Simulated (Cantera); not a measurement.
Charge: 1 mol Si, a varied amount of O₂, 43 mol N₂, equilibrated at 1600 °C and 990000 Pa.

Method: chemical equilibrium by Gibbs-energy minimisation in Cantera with the NASA 1993 tables (ideal gas, pure condensed phases). Candidate condensed phases: Si, SiO₂, Si₂N₂O, Si₃N₄; 16 gas species. Mutual solubility and eutectic melting of coexisting phases are not modelled. The tables hold silica as quartz up to 1696 K and as liquid above; real silica turns to tridymite and cristobalite and melts near 1996 K. Equilibrium is a limit: real reactors are often held back by kinetics, nucleation or transport.

x: gas mole fraction; n: condensed amount in mol.

```json
[
 {"n(O₂) (mol)": "0.017", "x N₂": "1.000", "x O₂": "<1e-12", "x NO": "2.96e-12", "x SiO": "1.41e-5", "x O": "<1e-12", "x NO₂": "<1e-12", "x N₂O": "<1e-12", "n Si₂N₂O(s)": "0.0334", "n Si₃N₄(s)": "0.311", "n SiO₂(condensed)": "0"},
 {"n(O₂) (mol)": "0.039", "x N₂": "1.000", "x O₂": "<1e-12", "x NO": "2.96e-12", "x SiO": "1.41e-5", "x O": "<1e-12", "x NO₂": "<1e-12", "x N₂O": "<1e-12", "n Si₂N₂O(s)": "0.0774", "n Si₃N₄(s)": "0.282", "n SiO₂(condensed)": "0"},
 {"n(O₂) (mol)": "0.09", "x N₂": "1.000", "x O₂": "<1e-12", "x NO": "2.96e-12", "x SiO": "1.41e-5", "x O": "<1e-12", "x NO₂": "<1e-12", "x N₂O": "<1e-12", "n Si₂N₂O(s)": "0.179", "n Si₃N₄(s)": "0.214", "n SiO₂(condensed)": "0"},
 {"n(O₂) (mol)": "0.21", "x N₂": "1.000", "x O₂": "<1e-12", "x NO": "2.96e-12", "x SiO": "1.41e-5", "x O": "<1e-12", "x NO₂": "<1e-12", "x N₂O": "<1e-12", "n Si₂N₂O(s)": "[?]", "n Si₃N₄(s)": "[?]", "n SiO₂(condensed)": "0"},
 {"n(O₂) (mol)": "0.48", "x N₂": "1.000", "x O₂": "<1e-12", "x NO": "[?]", "x SiO": "[?]", "x O": "[?]", "x NO₂": "<1e-12", "x N₂O": "<1e-12", "n Si₂N₂O(s)": "[?]", "n Si₃N₄(s)": "0", "n SiO₂(condensed)": "[?]"},
 {"n(O₂) (mol)": "1.1", "x N₂": "0.997", "x O₂": "0.00203", "x NO": "0.000583", "x SiO": "6.37e-10", "x O": "3.39e-6", "x NO₂": "3.93e-7", "x N₂O": "1.18e-7", "n Si₂N₂O(s)": "0", "n Si₃N₄(s)": "0", "n SiO₂(condensed)": "1.00"},
 {"n(O₂) (mol)": "2.6", "x N₂": "0.963", "x O₂": "0.0347", "x NO": "0.00237", "x SiO": "1.54e-10", "x O": "1.40e-5", "x NO₂": "6.60e-6", "x N₂O": "4.70e-7", "n Si₂N₂O(s)": "0", "n Si₃N₄(s)": "0", "n SiO₂(condensed)": "1.00"}
]
```

Q: What belongs in the gaps?

A: 
- 0.21, n Si₂N₂O(s): 0.419
- 0.21, n Si₃N₄(s): 0.0535
- 0.48, x NO: 1.27e-9
- 0.48, x SiO: 0.000293
- 0.48, x O: 7.38e-12
- 0.48, n Si₂N₂O(s): 0.343
- 0.48, n SiO₂(condensed): 0.303
